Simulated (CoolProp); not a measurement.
Vapour pressure (MPa) of dimethyl carbonate: the reference equation beside estimates from Tc = 557.0 K, pc = 4.909 MPa, ω = 0.346. Clausius-Clapeyron is anchored at 351.1 K with a constant enthalpy of vaporisation of 34.59 kJ/mol.

Values from CoolProp's reference Helmholtz-energy equation of state, Zhou 2011.

| T (K) | reference | Lee-Kesler | Clausius-Clapeyron | van der Waals | Soave-Redlich-Kwong |
|---|---|---|---|---|---|
| 297.8 | [?] | [?] | 0.008118 | 0.2119 | 0.006706 |
| 315.6 | 0.01676 | 0.01571 | 0.01785 | 0.3039 | 0.01596 |
| 333.4 | 0.03529 | 0.03372 | 0.03608 | 0.4206 | 0.03403 |
| 351.1 | 0.06769 | 0.06578 | 0.06769 | 0.5636 | 0.06607 |
| 368.9 | 0.1209 | 0.1192 | 0.1199 | 0.7374 | 0.1194 |
| 386.7 | 0.2028 | 0.2025 | 0.2015 | 0.9434 | 0.2023 |
| 404.4 | 0.3218 | [?] | [?] | 1.182 | 0.3241 |
| 422.2 | 0.4897 | [?] | 0.4979 | 1.459 | 0.4974 |
| 440 | 0.7174 | 0.7314 | [?] | [?] | 0.7341 |

### Question
Complete the blanks.

### Answer

- 297.8, reference: 0.007136
- 297.8, Lee-Kesler: 0.006561
- 404.4, Lee-Kesler: 0.3243
- 404.4, Clausius-Clapeyron: 0.3227
- 422.2, Lee-Kesler: 0.4970
- 440, Clausius-Clapeyron: 0.7418
- 440, van der Waals: 1.774

Absolute difference from the reference over all 9 rows, mean and median: Lee-Kesler 3.0 and 2.0 %, Clausius-Clapeyron 3.3 and 1.7 %, van der Waals 877.2 and 509.9 %, Soave-Redlich-Kwong 2.5 and 2.3 %.
